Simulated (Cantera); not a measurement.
An adiabatic, constant-volume homogeneous reactor starts with 5.77 % CH4, 0.185 % C2H6, 12.1 % O2, 81.9 % N2, equivalence ratio 1.0, at 1198 K and 10.0 bar.

Cantera simulation using GRI-Mech 3.0 (53 species, 325 reactions); the numbers are that mechanism's predictions, not measurements.

**Question.** Predict: time of steepest temperature rise; temperature at 4.00 s; equilibrium temperature; x(O2) at 4.00 s; x(HCO) at 4.00 s; x(NO) at 4.00 s; x(HCN) at 4.00 s.

**Answer.** 
```
Property                                                            Result
---------------------------------  ---------------------------------------
time of steepest temperature rise                                  3.85 ms
temperature at 4.00 s                                               2624 K
equilibrium temperature                                             2624 K
x(O2) at 4.00 s                    0.00405 (gas-phase equilibrium 0.00405)
x(HCO) at 4.00 s                   1.73e-8 (gas-phase equilibrium 1.73e-8)
x(NO) at 4.00 s                    0.00400 (gas-phase equilibrium 0.00400)
x(HCN) at 4.00 s                   1.06e-9 (gas-phase equilibrium 1.06e-9)
```
